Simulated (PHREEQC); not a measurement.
Model water analysis in mmol/kgw, 50 °C, pH 6.47, pe 0.2:

```tsv
constituent	mmol/kgw
Na	0.146
K	0.00377
Ca	0.0204
Mg	0.0173
Cl	0.0316
S(6)	0.0178
Alkalinity (meq/kgw)	0.151
Fe(2)	0.000306
Li	0.000229
Br	3.76e-05
```

Na is adjusted to close the charge balance.
Valence states are taken as typed.

Model: ion-association model, phreeqc.dat, run in PHREEQC.

| Property | Value |
|---|---|
| ionic strength | 0.000273 mol/kgw |

| species | molality | activity | log γ |
|---|---|---|---|
| HCO3- | 0.000151 | 0.000148 | -0.009 |
| Na+ | 0.000138 | 0.000135 | -0.009 |
| CO2 | 9.69e-5 | 9.69e-5 | 0.000 |
| Cl- | 3.16e-5 | 3.10e-5 | -0.009 |
| Ca+2 | 2.03e-5 | 1.87e-5 | -0.034 |
| SO4-2 | 1.76e-5 | 1.63e-5 | -0.034 |
| Mg+2 | 1.72e-5 | 1.58e-5 | -0.034 |
| K+ | 3.77e-6 | 3.70e-6 | -0.009 |

No solid was allowed to form. Away from 25 °C the constants follow the database's enthalpies or fits; those with neither stay at their 25 °C values.
